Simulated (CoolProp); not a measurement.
n-heptane at several states: density (kg/m³) from the reference equation and from simpler models built on Tc = 268.1 °C, pc = 2.774 MPa, ω = 0.349; each cubic takes its own stable root.

Computed with CoolProp (reference Helmholtz-energy equation of state, Span 2003). It is a short technical equation, of lower accuracy than the large ones.

```json
[
 {"T (°C)": "90.05", "p (MPa)": "0.21", "phase": "liquid", "reference": "622.3", "van der Waals": "7.415", "Redlich-Kwong": "526.6", "Peng-Robinson": "627.3"},
 {"T (°C)": "104.85", "p (MPa)": "5.08", "phase": "liquid", "reference": "616.8", "van der Waals": "373.1", "Redlich-Kwong": "530.7", "Peng-Robinson": "624.9"},
 {"T (°C)": "92.15", "p (MPa)": "4.53", "phase": "liquid", "reference": "627.2", "van der Waals": "376.7", "Redlich-Kwong": "539.4", "Peng-Robinson": "634.9"}
]
```

At some of these states van der Waals gives the other phase, because its saturation line lies elsewhere.
